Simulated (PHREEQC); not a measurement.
## Acid mine or pickling water: speciation

A made-up water analysis in mg/kgw, 25 °C, pH 3.5, pe 11.7: Na 230; K 44.9; Ca 190; Mg 21; Cl 50.3; S(6) as SO4 1080; Zn 32.5.

Valence states are taken as typed.

All values are PHREEQC results (ion-association model, phreeqc.dat), not measurements.

This is a speciation only: nothing precipitates in the calculation.

Task: Predict the ionic strength.

Result: ionic strength 0.0327 mol/kgw.

Task: In which forms is Na present?

Result: Na+ 98 %, NaSO4- 2.2 % of the Na.
